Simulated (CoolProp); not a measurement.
Vapour pressure (MPa) of R1123: the reference equation beside estimates from Tc = 331.7 K, pc = 4.549 MPa, ω = 0.243.

Computed with CoolProp (reference Helmholtz-energy equation of state, Akasaka 2020).

| T (K) | reference | Redlich-Kwong | Soave-Redlich-Kwong |
|---|---|---|---|
| 249.2 | 0.5007 | 0.7025 | 0.5034 |
| 256.1 | 0.6357 | ? | 0.6407 |
| 263 | ? | 1.049 | 0.8042 |
| 269.8 | 0.9823 | 1.257 | 0.9940 |
| 276.7 | 1.202 | 1.495 | ? |
| 283.6 | 1.457 | 1.762 | ? |
| 290.4 | 1.745 | 2.054 | 1.772 |
| 297.3 | 2.078 | 2.383 | 2.112 |
| 304.2 | 2.458 | ? | 2.497 |

Q: Fill in the missing entries.

A: 
- 256.1, Redlich-Kwong: 0.8636
- 263, reference: 0.7962
- 276.7, Soave-Redlich-Kwong: 1.219
- 283.6, Soave-Redlich-Kwong: 1.479
- 304.2, Redlich-Kwong: 2.745

Absolute difference from the reference over all 9 rows, mean and median: Redlich-Kwong 25.0 and 24.4 %, Soave-Redlich-Kwong 1.2 and 1.4 %.
